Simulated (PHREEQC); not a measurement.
Make-up at 25 °C: 0.036 mol HCl, 0.00021 mol CuSO4 and 0.53 mol CuCl2 per kg of water. It is in equilibrium with CO2 at log p = 0 (atm). Otherwise closed; pH follows from the charge balance.

Model: ion-association model, phreeqc.dat, run in PHREEQC.

No solid was allowed to form.

Problem. Order these Cl species by the share of Cl that they hold, largest first: CuCl2, Cl-, CuCl+.

Solution. Cl- (81 %), CuCl+ (15 %), CuCl2 (3.8 %)

Problem. Order these Cu species by the share of Cu that they hold, largest first: CuCl2, CuCl+, Cu+2.

Solution. Cu+2 (65 %), CuCl+ (31 %), CuCl2 (3.9 %)

The pH is 1.58 and the ionic strength 1.24 mol/kgw. Ionic strength above about 0.7 mol/kgw puts this run outside the model's range. Complexes and solids missing from the database can't appear.
